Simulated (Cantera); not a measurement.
A perfectly stirred reactor is fed with CH4 : H2 : O2 : N2 = 1 : 0.07 : 2.31 : 8.7 (molar parts), equivalence ratio 0.88, at 0.760 bar; it is adiabatic with a 425 K inlet, and is followed from long to short residence time, starting on the burning branch (τ in s: 0.25, 0.085, 0.029, 0.0098, 0.0033, 0.0011, 0.00038, 0.00013, 4.4e-05, 1.5e-05).

Model: GRI-Mech 3.0 (53 species, 325 reactions), integrated in Cantera.

Q: What does this change do: 0.95 parts CO2 added?

A: 
```
quantity                                                                       before                                 after
------------------------------------------------  -----------------------------------  ------------------------------------
blow-out, bracketed by the residence times tried  burning at 0.130 ms, out at 44.0 µs  burning at 0.380 ms, out at 0.130 ms
x(CH4) at τ = 0.250 s                                                         1.69e-6                               3.23e-6
x(H2) at τ = 0.250 s                                                          0.00150                              0.000728
x(O2) at τ = 0.250 s                                                           0.0234                                0.0223
x(CO2) at τ = 0.250 s                                                          0.0790                                 0.146
x(CH3) at τ = 0.250 s                                                         7.56e-7                               1.22e-6
x(CH4) at τ = 1.10 ms                                                        0.000112                              0.000180
x(H2) at τ = 1.10 ms                                                          0.00824                               0.00610
x(O2) at τ = 1.10 ms                                                           0.0328                                0.0337
x(CO2) at τ = 1.10 ms                                                          0.0635                                 0.124
x(CH3) at τ = 1.10 ms                                                         3.36e-5                               3.98e-5
```
